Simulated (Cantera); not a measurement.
**Thermodynamics of silicon etching in halogen gases, feed Si + Br₂ + H₂**

Input: 1 mol Si, 2.6 mol Br₂, 6.9 mol H₂, equilibrated at 873.15 K.

Method: chemical equilibrium by Gibbs-energy minimisation in Cantera with the NASA 1993 tables (ideal gas, pure condensed phases). Candidate condensed phases: Br₂, Si; 19 gas species. The tables' values for SiBr₃ are old estimates; treat these amounts as uncertain. Kinetics and transport are ignored.

| P (Pa) | x H₂ | x HBr | x SiBr₄ | x SiBr₂ |
|---|---|---|---|---|
| 1 | 0.727 | 0.156 | 0.108 | 0.00702 |
| 10 | 0.739 | 0.144 | 0.116 | 0.000893 |
| 100 | 0.740 | 0.142 | 0.117 | 9.25e-5 |
| 1000 | 0.740 | 0.142 | 0.117 | 9.30e-6 |
| 10000 | 0.740 | 0.142 | 0.117 | 9.31e-7 |
| 100000 | 0.740 | 0.142 | 0.117 | 9.31e-8 |
x: gas mole fraction; nothing condenses.

From 1.00 Pa to 1.00 bar nothing is condensed. The main Si-bearing gas is SiBr₄ throughout.
